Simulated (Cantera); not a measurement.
An isothermal, constant-pressure homogeneous reactor starts with CH₄ : O₂ : N₂ = 0.0033 : 0.006 : 1 (molar parts), at 1200 K and 1300000 Pa.

Cantera simulation using GRI-Mech 3.0 (53 species, 325 reactions); the numbers are that mechanism's predictions, not measurements. The pressure lies above the range GRI-Mech 3.0 was tuned for (to about 10 atm).

x: mole fraction; the columns are a selection and need not sum to one.

```tsv
t (s)	x CH₄	x O₂	x H	x NO	x CH₂	x H₂	x C₂H₂
7.00e-5	0.00327	0.00594	3.03e-12	<1e-12	<1e-12	5.09e-11	<1e-12
0.000234	0.00327	0.00594	5.23e-12	<1e-12	<1e-12	2.47e-10	<1e-12
0.000780	0.00327	0.00594	1.21e-11	<1e-12	<1e-12	___	<1e-12
0.00260	0.00327	0.00594	3.29e-11	<1e-12	<1e-12	1.37e-8	<1e-12
0.00868	0.00327	0.00594	6.77e-11	<1e-12	<1e-12	1.09e-7	<1e-12
0.0290	0.00326	0.00594	1.42e-10	<1e-12	<1e-12	7.12e-7	1.70e-11
0.0967	0.00322	0.00591	7.76e-10	<1e-12	<1e-12	___	___
0.323	9.11e-7	0.000100	6.75e-7	1.01e-8	1.25e-11	0.000136	2.03e-9
1.08	2.96e-7	1.48e-7	2.97e-8	1.42e-8	<1e-12	0.000412	1.88e-9
3.59	2.95e-7	2.58e-8	5.63e-9	1.10e-8	<1e-12	0.000462	1.96e-9
12.0	2.94e-7	6.03e-9	2.04e-9	8.69e-9	<1e-12	0.000496	1.95e-9
40.0	2.94e-7	5.46e-10	1.36e-9	5.70e-9	<1e-12	0.000541	1.91e-9
```

Q: Some entries are withheld; supply them.

A: 
- 0.000780, x H₂: 1.63e-9
- 0.0967, x H₂: 8.37e-6
- 0.0967, x C₂H₂: 1.50e-9
